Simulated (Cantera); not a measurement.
Charge: 1 mol SiH₄, 4.1 mol HCl, 21 mol N₂, at 1348.15 K and 1.00 bar.

These are equilibrium values from Cantera (NASA tables, ideal gas, pure condensed phases), not measurements of a reactor. Candidate condensed phases: NH₄Cl, Si, Si₃N₄; 28 gas species. N₂ is the only nitrogen source here; it is nearly inert below about 1500 K, so the nitride shown seldom forms there in practice. The tables' values for SiCl₃ are old estimates; treat these amounts as uncertain. Rates play no part.

Base state: N₂ 0.774, HCl 0.132, H₂ 0.0871, SiCl₄ 0.00530, SiCl₃ 0.000317, SiHCl₃ 0.000198, SiCl₂ 9.51e-5 (mole fractions); condensed: Si₃N₄(s).

**Question.** What changes in the equilibrium state with this change: HCl from 4.1 to 1.4 mol?

**Answer.** 
```csv
species,before,after
N₂,0.774,0.857
H₂,0.0871,0.0847
HCl,0.132,0.0581
SiCl₄,0.00530,0.000193
SiHCl₃,0.000198,1.60e-5
SiCl₃,0.000317,2.60e-5
SiCl₂,9.51e-5,1.76e-5
"Si₃N₄(s), mol",0.281,0.331
```
